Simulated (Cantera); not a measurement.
**Equilibrium for hydrogen reduction and annealing atmospheres: TiO2 + H2 + H2O**

A closed system holds: 1 mol TiO2, 140 mol H2, 3.4 mol H2O, held at 1.33 mbar.

Cantera equilibrium calculation (NASA polynomials, part measured and part estimated; ideal gas, pure solids and liquids). Candidate condensed phases: H2O, Ti, TiO, TiO2, Ti2O3, Ti3O5, Ti4O7; 12 gas species. Condensed phases not in the tables: Magnéli phases beyond Ti4O7. The numbers say what is thermodynamically allowed, not how fast it happens.

| T (K) | x H2 | x H2O | x H | x OH | x TiO2 | n TiO2(rutile) | n Ti4O7(s) | n Ti3O5(s) |
|---|---|---|---|---|---|---|---|---|
| 1248 | 0.976 | 0.0237 | 1.26e-5 | 3.13e-9 | <1e-12 | 1.00 | 0 | 0 |
| 1298 | 0.976 | 0.0237 | 2.90e-5 | 9.11e-9 | <1e-12 | 1.00 | 0 | 0 |
| 1348 | 0.976 | 0.0237 | 6.26e-5 | 2.45e-8 | 2.79e-12 | 1.00 | 0 | 0 |
| 1398 | 0.976 | 0.0237 | 0.000128 | 6.13e-8 | 2.02e-11 | 1.00 | 0 | 0 |
| 1448 | 0.976 | 0.0237 | 0.000249 | 1.44e-7 | 1.27e-10 | 1.00 | 0 | 0 |
| 1498 | 0.976 | 0.0237 | 0.000465 | 3.20e-7 | 7.03e-10 | 1.00 | 0 | 0 |
| 1548 | 0.975 | 0.0237 | 0.000833 | 6.76e-7 | 3.48e-9 | 1.000 | 0 | 0 |
| 1598 | 0.973 | 0.0254 | 0.00144 | 1.46e-6 | 1.48e-8 | 0 | 0.250 | 0 |
| 1648 | 0.972 | 0.0254 | 0.00240 | 2.83e-6 | 5.58e-8 | 0 | 0.250 | 0 |
| 1698 | 0.971 | 0.0254 | 0.00390 | 5.25e-6 | 1.94e-7 | 0 | 0.250 | 0 |
| 1748 | 0.968 | 0.0259 | 0.00616 | 9.63e-6 | 6.25e-7 | 0 | 0 | 0.333 |
| 1798 | 0.965 | 0.0259 | 0.00947 | 1.67e-5 | 1.83e-6 | 0 | 0 | 0.333 |
| 1848 | 0.960 | 0.0258 | 0.0142 | 2.81e-5 | 5.05e-6 | 0 | 0 | 0.333 |
| 1898 | 0.953 | 0.0257 | 0.0209 | 4.61e-5 | 1.32e-5 | 0 | 0 | 0.332 |
x: gas mole fraction; n: condensed amount in mol.

From 1248 K to 1548 K the condensed part is TiO2(rutile). From 1598 K to 1698 K the condensed part is Ti4O7(s). From 1748 K to 1898 K the condensed part is Ti3O5(s).
